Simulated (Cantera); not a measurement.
Cantera run, input and output.

```python
import numpy as np
import cantera as ct

gas = ct.Solution("gri30.yaml")
gas.TPX = 1150, 1000000, {'CH2O': 0.019, 'O2': 0.014, 'N2': 1}
inlet = ct.Reservoir(gas, clone=True)

reactor = ct.IdealGasConstPressureReactor(gas, energy="off", clone=False)
exhaust = ct.Reservoir(gas, clone=True)
tau = [1.7, 0.56, 0.19, 0.063, 0.021, 0.0071, 0.0024, 0.0008, 0.00027][0]
for a, b in ((inlet, reactor), (reactor, exhaust)):
    ct.MassFlowController(a, b, mdot=lambda t: reactor.mass / tau)
net = ct.ReactorNet([reactor])
show = ['CH2O', 'O2', 'N2O', 'C2H', 'NO', 'C2H4', 'C2H2']

rows = []
print(f"{'tau/s':>10s}{'T/K':>9s}" + "".join(f"{s:>11s}" for s in show))
for tau in [1.7, 0.56, 0.19, 0.063, 0.021, 0.0071, 0.0024, 0.0008, 0.00027]:
    net.initial_time = 0.0
    net.advance(30 * tau)
    before = gas.X
    net.advance(40 * tau)
    drift = np.max(np.abs(gas.X - before) / (gas.X + 1e-9))
    rows.append([gas.T, *gas[show].X, drift])
    print(f"{tau:10.3e}{gas.T:9.1f}" + "".join(f"{x:11.3e}" for x in gas[show].X))
```

It prints:

```
     tau/s      T/K       CH2O         O2        N2O        C2H         NO       C2H4       C2H2
 1.700e+00   1150.0  5.186e-06  8.562e-05  1.472e-08  3.077e-19  9.200e-10  8.960e-12  5.004e-12
 5.600e-01   1150.0  1.489e-05  2.485e-04  4.350e-08  1.105e-19  2.084e-09  3.867e-12  1.152e-12
 1.900e-01   1150.0  4.326e-05  7.352e-04  9.729e-08  1.673e-20  3.207e-09  7.612e-13  1.086e-13
 6.300e-02   1150.0  1.209e-04  1.931e-03  1.143e-07  4.545e-21  2.189e-09  1.414e-13  2.090e-14
 2.100e-02   1150.0  3.194e-04  3.840e-03  6.771e-08  3.696e-21  6.563e-10  6.173e-14  1.475e-14
 7.100e-03   1150.0  7.763e-04  5.760e-03  2.869e-08  5.027e-21  1.429e-10  5.349e-14  1.718e-14
 2.400e-03   1150.0  1.698e-03  7.193e-03  1.189e-08  7.157e-21  3.239e-11  5.580e-14  1.818e-14
 8.000e-04   1150.0  3.537e-03  8.310e-03  5.236e-09  6.767e-21  7.126e-12  4.967e-14  1.227e-14
 2.700e-04   1150.0  7.298e-03  9.553e-03  2.344e-09  2.318e-21  1.137e-12  2.523e-14  3.531e-15
```

Detailed kinetics in Cantera: GRI-Mech 3.0 (53 species, 325 reactions).
